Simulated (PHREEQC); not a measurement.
Ca(OH)2 is added in steps, without added water, to 1 kg of water holding 0.0032 mol/kgw NH4HS and 0.00056 mol/kgw MnCl2, at 25 °C. No oxygen is let in. The system is closed to CO2. Precipitation was switched off in this run.

Base run: PHREEQC, ion-association model, wateq4f.dat. Each further column changes one thing. The table gives MnOH+ (mol/kgw).

```
Ca(OH)2 added (mol)      base  metal-ligand complexes left out  Davies equation for every ion  all activity coefficients set to 1  Debye-Hückel limiting law
-------------------  --------  -------------------------------  -----------------------------  ----------------------------------  -------------------------
0                     1.42e-6                          1.43e-6                        1.41e-6                             1.82e-6                    1.38e-6
0.0002375             4.33e-6                          4.35e-6                        4.29e-6                             5.42e-6                    4.20e-6
0.0005542             1.13e-5                          1.14e-5                        1.12e-5                             1.41e-5                    1.10e-5
0.0007917             1.98e-5                          1.99e-5                        1.96e-5                             2.46e-5                    1.92e-5
0.001108              4.04e-5                          4.05e-5                        4.00e-5                             4.98e-5                    3.91e-5
0.001346              7.21e-5                          7.22e-5                        7.14e-5                             8.73e-5                    6.98e-5
0.001662             0.000163                         0.000163                       0.000161                            0.000190                   0.000158
0.0019               0.000254                         0.000254                       0.000252                            0.000290                   0.000248
```

In at least one series the solution becomes supersaturated in solids that the run did not let form, among them Pyrochroite, MnS(Green). The polysulfide entries of wateq4f.dat were taken out for this run.
